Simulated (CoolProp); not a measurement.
The fluoroketone C6F12O (FK-5-1-12) at 298.15 K and 8.1 MPa is throttled through a valve to 2.17 MPa with no heat exchange. Each further row changes one setting.

Values from CoolProp's reference Helmholtz-energy equation of state, McLinden 2015.

```csv
case,temperature change (K),final density (kg/m³)
as stated,(withheld),1610
outlet pressure 0.651 MPa,+2.0,(withheld)
outlet pressure 2.82 MPa,(withheld),1610
```

Question: Complete the blanks.

Answer: 
- as stated, temperature change (K): +1.6
- outlet pressure 0.651 MPa, final density (kg/m³): 1600
- outlet pressure 2.82 MPa, temperature change (K): +1.5
